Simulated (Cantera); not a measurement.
A diamond (100) surface in a fixed gas of H2 with x(CH4) = 0.018, x(H) = 0.015, x(CH3) = 0.0016, 0.00987 atm; coverages are run to steady state.

Cantera simulation using the Harris–Goodwin 1993 mechanism for the reconstructed diamond (100) surface; the numbers are that mechanism's predictions, not measurements.

One state of this run: growth (µm/h) = 4.12; θ c6HH = 0.435; θ c6H* = 0.0381; θ c6*H = 0.488; θ c6** = 0.0296; θ c6HM = 0.00502. θ: site fractions in the mechanism's names (c6HH fully hydrogenated, c6H* and c6*H radical sites, c6** diradical, c6HM methylated).

Q: Which value of T (K) does it belong to?
A. 1275
B. 1050
C. 1200
D. 1125

A: C, 1200
